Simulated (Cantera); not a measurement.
A perfectly stirred reactor is fed with N2O : H2 : N2 = 1 : 0.003 : 1.2 (molar parts), at 0.0267 bar; it is held at 1425 K, and followed from long to short residence time.

Detailed kinetics in Cantera: GRI-Mech 3.0 (53 species, 325 reactions). GRI-Mech 3.0 was tuned for natural gas; its chemistry of N2O as a main component is partial and can be far from experiment. Radical loss at walls, strong at low pressure, is not modelled. The temperature is held fixed by assumption; the heat of reaction is taken as removed at once.

Problem. What does this change do: 0.02 parts H2O added?

Solution. 
```csv
quantity,before,after
x(N2O) at τ = 2.90 s,0.146,0.141
x(H2) at τ = 2.90 s,1.11e-5,5.80e-6
x(HO2) at τ = 2.90 s,5.78e-8,1.83e-7
x(H2O) at τ = 2.90 s,0.00116,0.00900
x(O2) at τ = 2.90 s,0.100,0.103
x(N2O) at τ = 45.0 ms,0.439,0.434
x(H2) at τ = 45.0 ms,0.000380,0.000302
x(HO2) at τ = 45.0 ms,4.02e-6,5.33e-6
x(H2O) at τ = 45.0 ms,0.000943,0.00994
x(O2) at τ = 45.0 ms,0.00465,0.00483
```

Problem. What does this change do: temperature 1425 to 1350 K?

Solution. 
```
quantity                 before     after
---------------------  --------  --------
x(N2O) at τ = 2.90 s      0.146     0.262
x(H2) at τ = 2.90 s     1.11e-5   2.29e-5
x(HO2) at τ = 2.90 s    5.78e-8   8.16e-8
x(H2O) at τ = 2.90 s    0.00116   0.00122
x(O2) at τ = 2.90 s       0.100    0.0652
x(N2O) at τ = 45.0 ms     0.439     0.448
x(H2) at τ = 45.0 ms   0.000380  0.000587
x(HO2) at τ = 45.0 ms   4.02e-6   4.27e-6
x(H2O) at τ = 45.0 ms  0.000943  0.000753
x(O2) at τ = 45.0 ms    0.00465   0.00171
```
The mechanism lacks the step 2 NO + O2 → 2 NO2, which can matter for NO2 below about 1400 K.
